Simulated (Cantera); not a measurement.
A closed system holds: 1 mol CH3F, 0.15 mol F2, equilibrated at 34.0 Pa.

Method: chemical equilibrium by Gibbs-energy minimisation in Cantera with the NASA 1993 tables (ideal gas, pure condensed phases). Candidate condensed phases: C, C6H6, C7H8, C8H18; 95 gas species. Kinetics and transport are ignored. All values below are at 450 °C.

Base state: HF 0.605, H2 0.395, CH4 0.000283 (mole fractions); condensed: C(graphite).

Task: What changes in the equilibrium state with this change: F2 from 0.15 to 2.3 mol?

Result: 
```
species             before  after
----------------  --------  -----
HF                   0.605  0.822
CF4                  <1e-9  0.178
H2                   0.395  <1e-9
CH4               0.000283  <1e-9
C(graphite), mol     0.999  0.350
```
Condensed phases not in the tables: fluorocarbon polymer. Gases not in the tables: C2F6 and larger saturated fluorocarbons.
